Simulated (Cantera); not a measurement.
A freely propagating, adiabatic, planar premixed flame of CH₄ : CO : O₂ : N₂ : CO₂ = 1 : 0.054 : 1.56 : 4.37 : 0.025 (molar parts), equivalence ratio 1.3, unburnt at 698 K and 480000 Pa; mixture-averaged transport, grid criteria slope 0.08 and curve 0.16, no radiation.

Model: GRI-Mech 3.0 (53 species, 325 reactions), integrated in Cantera. Burning velocities carry a grid error of a few per cent, more on coarse grids.

Task: Predict: laminar burning velocity; thermal thickness; peak x(H₂O₂); peak x(HO₂).

Result: 
```json
{
 "laminar_burning_velocity": "139 cm/s",
 "thermal_thickness": "0.0737 mm",
 "peak x(H₂O₂)": "3.31e-5",
 "peak x(HO₂)": "0.000255"
}
```
